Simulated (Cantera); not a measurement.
Cantera run, input and output.

```python
import numpy as np
import cantera as ct

gas = ct.Solution("gri30.yaml")


def delay(T, t_max=10):
    gas.TPX = T, 130000, {'H2': 1, 'O2': 1.14, 'N2': 4.27, 'NO': 0.59}
    reactor = ct.IdealGasConstPressureReactor(gas, clone=False)
    net = ct.ReactorNet([reactor])
    net.rtol, net.atol = 1e-8, 1e-16
    while net.time < t_max:
        t_old, T_old = net.time, reactor.T
        net.step()
        if reactor.T > T + 400:  # ignition: a rise of 400 K
            return t_old + (T + 400 - T_old) / (reactor.T - T_old) * (net.time - t_old)
    return np.nan


taus = []
for T in [975, 1050, 1125, 1200, 1275, 1350, 1425, 1500]:
    taus.append(delay(T))
    print(f"T0 = {T:6g} K   tau = {taus[-1]:.4e} s")
```

Output:

```
T0 =    975 K   tau = 2.4472e-04 s
T0 =   1050 K   tau = 1.0885e-04 s
T0 =   1125 K   tau = 6.2317e-05 s
T0 =   1200 K   tau = 4.1027e-05 s
T0 =   1275 K   tau = 2.9730e-05 s
T0 =   1350 K   tau = 2.3270e-05 s
T0 =   1425 K   tau = 1.9481e-05 s
T0 =   1500 K   tau = 1.7316e-05 s
```

Computed with Cantera and GRI-Mech 3.0 (53 species, 325 reactions). The mechanism lacks 2 NO + O2 → 2 NO2 and HONO, so NO2 and the effect of NO are under-described below about 1400 K. Where the delays flatten at high temperature, the 400 K rule measures the pace of heat release, not the induction time.
